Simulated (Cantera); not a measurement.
A perfectly stirred reactor is fed with CO : H2 : CH4 : O2 : N2 = 1 : 0.54 : 0.08 : 1.41 : 5.3 (molar parts), equivalence ratio 0.66, at 350000 Pa; it is adiabatic with a 800 K inlet, and is followed from long to short residence time, starting on the burning branch (τ in s: 0.065, 0.023, 0.0082, 0.0029, 0.001, 0.00037, 0.00013, 4.7e-05, 1.7e-05, 6e-06).

Detailed kinetics in Cantera: GRI-Mech 3.0 (53 species, 325 reactions).

x: mole fraction; the columns are a selection and need not sum to one.

```tsv
τ (s)	T (K)	x CO	x H2	x CH4	x O2	x N2O	x C2H
0.065	2340	0.00469	0.000528	(withheld)	0.0613	8.40e-7	<1e-12
0.023	2341	0.00506	0.000565	(withheld)	0.0625	8.59e-7	<1e-12
0.0082	2336	0.00595	0.000653	(withheld)	0.0637	9.13e-7	<1e-12
0.0029	2317	0.00806	0.000873	(withheld)	0.0650	1.02e-6	<1e-12
0.0010	2272	0.0126	0.00137	(withheld)	0.0669	1.13e-6	<1e-12
0.00037	2198	0.0194	0.00218	(withheld)	0.0696	1.11e-6	1.11e-12
0.00013	2085	0.0294	0.00340	(withheld)	0.0737	9.57e-7	1.91e-12
4.7e-5	1936	0.0427	0.00487	(withheld)	0.0797	7.91e-7	3.18e-12
1.7e-5	1723	0.0658	0.00691	(withheld)	0.0921	6.12e-7	5.85e-12
6.0e-6	800	0.120	0.0648	(withheld)	0.169	<1e-12	<1e-12
```

### Question
Complete the blanks.

### Answer

- 0.065, x CH4: 1.29e-7
- 0.023, x CH4: 3.45e-7
- 0.0082, x CH4: 8.80e-7
- 0.0029, x CH4: 2.09e-6
- 0.0010, x CH4: 4.56e-6
- 0.00037, x CH4: 9.19e-6
- 0.00013, x CH4: 2.03e-5
- 4.7e-5, x CH4: 5.03e-5
- 1.7e-5, x CH4: 0.000179
- 6.0e-6, x CH4: 0.00960
